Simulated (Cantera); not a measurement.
## Ignition delay

Mixture: 14.9 % CH₄, 0.612 % CO, 17.8 % O₂, 66.7 % N₂, equivalence ratio 1.7, at 750 Torr, adiabatic and at constant pressure. Ignition delay is the time to a rise of 400 K.

Cantera simulation using GRI-Mech 3.0 (53 species, 325 reactions); the numbers are that mechanism's predictions, not measurements.

```csv
T0 (K),delay (ms)
1148,141
1198,66.5
1248,32.7
1298,16.7
1348,8.74
1398,4.73
1448,2.64
1498,1.52
1548,0.911
```

| Item | Value |
|---|---|
| apparent activation energy between 1448 and 1548 K | 200 kJ/mol |
